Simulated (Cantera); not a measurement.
A Cantera script and what it prints.

```python
import numpy as np
import cantera as ct

gas_names = """
    CL CL2 H HCL H2 Si SiCL SiCL2 SiCL3 SiCL4 SiH SiHCL3 SiH2 SiH2CL2 SiH3 SiH3CL SiH4 Si2 Si3
""".split()
cond_names = """
    Si(cr) Si(L)
""".split()


# ... load() reads the species with a 1 bar reference pressure and builds the phases ...
atoms = {
    'SiH2Cl2': {'Si': 1, 'H': 2, 'CL': 2},
    'HCl': {'H': 1, 'CL': 1},
    'H2': {'H': 2},
}
top_T = {}  # K; cautious upper limits of use, not melting points


# ... equilibrate(T, P, feed) seeds the gas with the atoms and calls Mixture.equilibrate('TP', solver="gibbs", rtol=1e-10, max_steps=50000) ...
results = []
feed = {'SiH2Cl2': 1, 'HCl': 0.24, 'H2': 10}  # mol
P = 3500  # Pa
for T in [975, 1025, 1075, 1125, 1175, 1225, 1275, 1325, 1375, 1425, 1475, 1525, 1575, 1625]:
    mix = equilibrate(T, P, feed)
    results.append((T, P, feed, dict(zip(mix.species_names, mix.species_moles))))

top = {s: max(r[3][s] / sum(r[3][g] for g in gas_names) for r in results) for s in gas_names}
cols = sorted((s for s in top if top[s] > 1e-06), key=lambda s: -top[s])[:9]
seen = [c for c in cond_names if any(r[3].get(c, 0) > 1e-12 for r in results)]
print("log10 of partial pressures in bar; condensed amounts in mol")
print(f"{'T/K':>10s}" + "".join(f"{s[:9]:>10s}" for s in cols + seen))
for T, P, feed, n in results:
    ng = sum(n[g] for g in gas_names)
    print(f"{T:10.4g}" + "".join(f"{np.log10(max(n[s] / ng * P / 1e5, 1e-99)):10.3f}" for s in cols)
          + "".join(f"{n.get(c, 0):10.4g}" for c in seen))
```

It prints:

```
log10 of partial pressures in bar; condensed amounts in mol
       T/K        H2       HCL     SiCL2     SiCL4    SiHCL3     SiCL3   SiH2CL2         H        CL    Si(cr)
       975    -1.485    -3.234    -4.775    -2.919    -3.413    -4.573    -4.886    -9.684   -11.460    0.4492
      1025    -1.488    -3.059    -4.379    -2.951    -3.445    -4.325    -4.894    -9.105   -10.712    0.4699
      1075    -1.491    -2.906    -4.031    -2.999    -3.490    -4.115    -4.913    -8.579   -10.038    0.4929
      1125    -1.496    -2.776    -3.729    -3.074    -3.554    -3.947    -4.946    -8.100    -9.432     0.515
      1175    -1.502    -2.668    -3.476    -3.184    -3.646    -3.825    -4.999    -7.663    -8.887    0.5322
      1225    -1.508    -2.584    -3.273    -3.343    -3.773    -3.757    -5.078    -7.260    -8.401     0.541
      1275    -1.513    -2.524    -3.121    -3.561    -3.944    -3.748    -5.185    -6.889    -7.971    0.5412
      1325    -1.517    -2.487    -3.019    -3.835    -4.156    -3.794    -5.320    -6.545    -7.591    0.5357
      1375    -1.520    -2.467    -2.954    -4.149    -4.397    -3.883    -5.474    -6.225    -7.254    0.5282
      1425    -1.521    -2.458    -2.915    -4.480    -4.650    -3.995    -5.636    -5.927    -6.950    0.5205
      1475    -1.522    -2.455    -2.890    -4.812    -4.902    -4.117    -5.797    -5.648    -6.673    0.5133
      1525    -1.522    -2.455    -2.873    -5.133    -5.147    -4.240    -5.953    -5.387    -6.416    0.5065
      1575    -1.522    -2.457    -2.861    -5.440    -5.380    -4.360    -6.103    -5.142    -6.177    0.5002
      1625    -1.522    -2.459    -2.852    -5.732    -5.602    -4.475    -6.244    -4.912    -5.953    0.4943
```

Cantera equilibrium calculation (NASA polynomials, part measured and part estimated; ideal gas, pure solids and liquids). The tables' values for SiCl3, SiCl are old estimates; treat these amounts as uncertain.
